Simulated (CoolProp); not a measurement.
A Linde-Hampson liquefier for nitrogen: isothermal reversible compression at 290 K from 1 atm to 5 MPa, throttling to 1 atm, return gas leaving the recuperator 0 K below the feed. Each further row changes one setting.

The numbers come from the reference Helmholtz-energy equation of state, Span 2000 in CoolProp.

```json
[
 {"case": "as stated", "liquid yield per pass": "…", "compression work (kJ/kg of gas)": "335"},
 {"case": "high pressure 10 MPa", "liquid yield per pass": "…", "compression work (kJ/kg of gas)": "…"},
 {"case": "warm-end temperature 320 K", "liquid yield per pass": "…", "compression work (kJ/kg of gas)": "…"},
 {"case": "warm-end gap 5 K", "liquid yield per pass": "…", "compression work (kJ/kg of gas)": "335"}
]
```

Task: Some entries are withheld; supply them.

Result: 
- as stated, liquid yield per pass: 0.026
- high pressure 10 MPa, liquid yield per pass: 0.049
- high pressure 10 MPa, compression work (kJ/kg of gas): 394
- warm-end temperature 320 K, liquid yield per pass: 0.019
- warm-end temperature 320 K, compression work (kJ/kg of gas): 370
- warm-end gap 5 K, liquid yield per pass: 0.014
